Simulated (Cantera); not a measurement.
An isothermal, constant-pressure homogeneous reactor starts with 4.59 % CH4, 95.4 % N2, at 1973 K and 10.00 Torr.

Model: GRI-Mech 3.0 (53 species, 325 reactions), integrated in Cantera. GRI-Mech 3.0 stops at C3 and has no aromatics, soot or wall deposition, so with more carbon than oxygen in the feed, carbon stays in small species such as C2H2 where larger ones or solid carbon would form. Radical loss at walls, strong at low pressure, is not modelled.

x: mole fraction; the columns are a selection and need not sum to one.

```csv
t (s),x CH4,x HCN,x C2H6,x CH2,x CH3,x C2H2
0.000900,0.0455,1.55e-10,3.50e-8,2.55e-7,0.000403,1.44e-7
0.00184,0.0450,1.18e-9,1.67e-7,8.89e-7,0.000820,2.70e-6
0.00376,0.0436,?,?,?,?,?
0.00769,0.0387,1.68e-7,2.28e-6,8.20e-6,0.00279,0.000751
0.0157,0.0248,2.18e-6,2.94e-6,1.35e-5,0.00292,0.00651
0.0321,0.0110,1.04e-5,9.88e-7,1.09e-5,0.00159,0.0154
0.0656,0.00392,2.65e-5,1.98e-7,7.03e-6,0.000710,0.0196
0.134,0.00112,5.34e-5,2.71e-8,3.94e-6,0.000271,0.0212
0.274,0.000264,9.37e-5,2.53e-9,1.78e-6,8.67e-5,0.0217
0.561,5.39e-5,0.000141,1.61e-10,6.26e-7,2.30e-5,0.0218
1.15,6.27e-6,0.000176,3.25e-12,1.23e-7,3.48e-6,0.0218
2.34,3.05e-7,0.000184,<1e-12,1.02e-8,2.20e-7,0.0218
4.79,1.17e-7,0.000185,<1e-12,5.66e-9,1.01e-7,0.0218
9.78,8.67e-8,0.000187,<1e-12,4.68e-9,7.93e-8,0.0218
20.0,8.61e-8,0.000190,<1e-12,4.68e-9,7.91e-8,0.0218
```

**Question.** Fill in the missing entries.

**Answer.** 
- 0.00376, x HCN: 1.11e-8
- 0.00376, x C2H6: 7.04e-7
- 0.00376, x CH2: 2.93e-6
- 0.00376, x CH3: 0.00162
- 0.00376, x C2H2: 4.77e-5
